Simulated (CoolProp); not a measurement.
n-decane along the isotherm 346.85 °C: Z from the reference equation and from simpler models built on Tc = 344.5 °C, pc = 21.01 bar, ω = 0.488; each cubic takes its own stable root.

Values from CoolProp's reference Helmholtz-energy equation of state, Lemmon 2006. It is a short technical equation, of lower accuracy than the large ones.

| p (bar) | phase | reference | Soave-Redlich-Kwong | Peng-Robinson |
|---|---|---|---|---|
| 2.42 | gas | 0.9584 | 0.9603 | 0.9560 |
| 4.85 | gas | 0.9139 | 0.9183 | 0.9097 |
| 7.27 | gas | 0.8663 | 0.8736 | 0.8610 |
| 9.7 | gas | 0.8141 | 0.8254 | 0.8088 |
| 12.1 | gas | 0.7570 | 0.7731 | 0.7530 |
| 14.5 | gas | 0.6919 | 0.7143 | 0.6909 |
| 17 | gas | 0.6107 | 0.6420 | 0.6156 |
| 19.4 | gas | 0.5070 | 0.5503 | 0.5220 |
| 21.8 | supercritical | 0.2246 | 0.3046 | 0.2820 |
| 24.2 | supercritical | 0.1954 | 0.2654 | 0.2412 |
| 26.7 | supercritical | 0.2032 | 0.2703 | 0.2448 |
| 29.1 | supercritical | 0.2138 | 0.2804 | 0.2535 |
| 31.5 | supercritical | 0.2256 | 0.2925 | 0.2641 |
